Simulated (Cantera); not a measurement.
**Pyrogenic steam for wet oxidation**

A perfectly stirred reactor is fed with H2 : O2 : N2 = 7.3 : 1 : 1.2 (molar parts), at 0.345 atm; it is held at 1250 K, and followed from long to short residence time.

Detailed kinetics in Cantera: the H2/O2 subset of GRI-Mech 3.0, which has no nitrogen chemistry. The temperature is held fixed by assumption; the heat of reaction is taken as removed at once.

```json
[
 {"τ (s)": "19", "x H2": "0.623", "x O2": "1.74e-5", "x H": "0.000390", "x HO2": "9.53e-9", "x O": "4.47e-9"},
 {"τ (s)": "5.1", "x H2": "0.623", "x O2": "3.37e-5", "x H": "0.000752", "x HO2": "1.86e-8", "x O": "1.66e-8"},
 {"τ (s)": "1.4", "x H2": "0.622", "x O2": "6.44e-5", "x H": "0.00143", "x HO2": "3.56e-8", "x O": "6.06e-8"},
 {"τ (s)": "0.36", "x H2": "0.621", "x O2": "0.000127", "x H": "0.00281", "x HO2": "7.05e-8", "x O": "2.36e-7"},
 {"τ (s)": "0.095", "x H2": "0.619", "x O2": "0.000249", "x H": "0.00543", "x HO2": "1.38e-7", "x O": "8.94e-7"},
 {"τ (s)": "0.025", "x H2": "0.616", "x O2": "0.000491", "x H": "0.0104", "x HO2": "2.71e-7", "x O": "3.40e-6"},
 {"τ (s)": "0.0066", "x H2": "0.609", "x O2": "0.000977", "x H": "0.0197", "x HO2": "5.36e-7", "x O": "1.29e-5"},
 {"τ (s)": "0.0017", "x H2": "0.597", "x O2": "0.00201", "x H": "0.0366", "x HO2": "1.09e-6", "x O": "5.00e-5"},
 {"τ (s)": "0.00046", "x H2": "0.579", "x O2": "0.00423", "x H": "0.0626", "x HO2": "2.24e-6", "x O": "0.000182"}
]
```
x: mole fraction; the columns are a selection and need not sum to one.
